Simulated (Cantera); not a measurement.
Cantera run, input and output.

```python
import numpy as np
import cantera as ct

surf = ct.Interface("diamond.yaml", "diamond_100")
gas, bulk = surf.adjacent["gas"], surf.adjacent["diamond"]
k = surf.kinetics_species_index(bulk.species_names[0])
cover = ["c6HH", "c6H*", "c6*H", "c6**", "c6HM", "c6B"]

rows, drift = [], 0.0
print(f"{'xH':>10s}{'um/h':>11s}" + "".join(f"{s:>11s}" for s in cover))
for v in [0.0001, 0.00023, 0.00052, 0.0012, 0.0027, 0.0063, 0.014, 0.033, 0.075]:
    T, P, xH, xCH3 = 925, 4800, v, 1.4e-05
    gas.TPX = T, P, {"H": xH, "CH3": xCH3, "CH4": 0.003, "H2": 1 - xH - xCH3 - 0.003}
    surf.TP = bulk.TP = T, P
    surf.coverages = "c6H*:0.1, c6HH:0.9"
    surf.advance_coverages(100.0)
    before = surf.coverages
    surf.advance_coverages(100.0)
    drift = max(drift, np.max(np.abs(surf.coverages - before) / (surf.coverages + 1e-9)))
    rate = surf.net_production_rates[k] * bulk.mean_molecular_weight / bulk.density * 3.6e9
    rows.append([rate, *surf[cover].coverages])
    print(f"{v:10.4g}{rate:11.4e}" + "".join(f"{x:11.3e}" for x in rows[-1][1:]))
```

Result:

```
        xH       um/h       c6HH       c6H*       c6*H       c6**       c6HM        c6B
    0.0001 1.5409e-01  6.236e-01  1.078e-02  2.773e-01  3.384e-03  6.676e-02  4.181e-10
   0.00023 1.9542e-01  6.422e-01  1.147e-02  2.951e-01  4.338e-03  3.680e-02  5.303e-10
   0.00052 2.2030e-01  6.547e-01  1.186e-02  3.052e-01  4.918e-03  1.834e-02  5.978e-10
    0.0012 2.3357e-01  6.615e-01  1.208e-02  3.104e-01  5.229e-03  8.427e-03  6.338e-10
    0.0027 2.3969e-01  6.647e-01  1.218e-02  3.128e-01  5.374e-03  3.843e-03  6.504e-10
    0.0063 2.4262e-01  6.663e-01  1.226e-02  3.139e-01  5.446e-03  1.667e-03  6.584e-10
     0.014 2.4392e-01  6.669e-01  1.235e-02  3.143e-01  5.482e-03  7.541e-04  6.619e-10
     0.033 2.4471e-01  6.672e-01  1.253e-02  3.144e-01  5.515e-03  3.208e-04  6.640e-10
     0.075 2.4547e-01  6.673e-01  1.292e-02  3.141e-01  5.562e-03  1.415e-04  6.661e-10
```

Cantera simulation using the Harris–Goodwin 1993 mechanism for the reconstructed diamond (100) surface; the numbers are that mechanism's predictions, not measurements.
